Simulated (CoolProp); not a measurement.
Vapour-liquid equilibrium of R22 (1) + R142b (2) at 281.1 K; x and y are mole fractions of (1).

Computed with CoolProp (multi-fluid Helmholtz-energy mixture model, Kamei 1995 and Lemmon 2006; pair parameters Bell 2016).

| x | bubble pressure (bar) | y at the bubble point | dew pressure at overall composition x (bar) | liquid density (mol/L) |
|---|---|---|---|---|
| 0.05 | 2.135 | 0.135 | 2.001 | 11.60 |
| 0.15 | 2.536 | 0.338 | 2.161 | 11.86 |
| 0.25 | 2.934 | 0.487 | 2.346 | 12.14 |
| 0.35 | 3.339 | 0.604 | 2.564 | 12.42 |
| 0.45 | 3.758 | 0.698 | 2.825 | 12.72 |
| 0.55 | 4.195 | 0.777 | 3.140 | 13.02 |
| 0.65 | 4.653 | 0.843 | 3.532 | 13.34 |
| 0.75 | 5.133 | 0.899 | 4.034 | 13.66 |
| 0.85 | 5.631 | 0.945 | 4.709 | 13.99 |
| 0.95 | 6.142 | 0.983 | 5.691 | 14.33 |

No azeotrope shows between x = 0.05 and 0.95.

Pair parameters are fitted to limited data, so mixtures are less certain than the pure fluids.
